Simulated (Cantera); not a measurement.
What does this Cantera script print?

```python
import numpy as np
import cantera as ct

gas_names = [...]  # 151 gases of nasa_gas.yaml made of C, H, N, O, Si
cond_names = """
    C(gr) C6H6(L) C7H8(L) C8H18(L),n-octa H2O(s) H2O(L) Si(cr) Si(L) SiC(b) SiO2(Lqz) SiO2(hqz) SiO2(L)
    Si2N2O(s) Si3N4(a)
""".split()


# ... load() reads the species with a 1 bar reference pressure and builds the phases ...
atoms = {
    'SiC': {'Si': 1, 'C': 1},
    'H2O': {'H': 2, 'O': 1},
    'H2': {'H': 2},
    'N2O': {'N': 2, 'O': 1},
}
top_T = {'C(gr)': 4500, 'SiC(b)': 3050, 'Si2N2O(s)': 2100, 'Si3N4(a)': 2400}  # K; cautious upper limits of use, not melting points


# ... equilibrate(T, P, feed) seeds the gas with the atoms and calls Mixture.equilibrate('TP', solver="vcs", rtol=1e-11, max_steps=5000) ...
results = []
feed = {'SiC': 1, 'H2O': 0.044, 'H2': 92, 'N2O': 1.6}  # mol
T = 1300  # K
P = 13332.2  # Pa
mix = equilibrate(T, P, feed)
results.append((T, P, feed, dict(zip(mix.species_names, mix.species_moles))))
x = sorted(zip(gas.X, gas.species_names), reverse=True)
print(f"T = {T:g} K  P = {P:g} Pa  gas = {mix.phase_moles(0):.4g} mol")
print("   x: " + "  ".join(f"{s} {v:.3e}" for v, s in x if v > 1e-06))
print("   condensed (mol): " + ("  ".join(f"{mix.phase(i).name} {mix.phase_moles(i):.4g}"
      for i in range(1, mix.n_phases) if mix.phase_moles(i) > 1e-12) or "none"))
```

Result:

```
T = 1300 K  P = 13332.2 Pa  gas = 94.15 mol
   x: H2 9.771e-01  N2 1.225e-02  CO 1.039e-02  CH4 2.283e-04  H2O 5.408e-05  HCN 5.166e-06  H 2.995e-06  NH3 1.768e-06
   condensed (mol): SiO2(hqz) 0.1072  Si2N2O(s) 0.4464
```

Cantera equilibrium calculation (NASA polynomials, part measured and part estimated; ideal gas, pure solids and liquids). Mutual solubility and eutectic melting of coexisting phases are not modelled. The tables hold silica as quartz up to 1696 K and as liquid above; real silica turns to tridymite and cristobalite and melts near 1996 K.
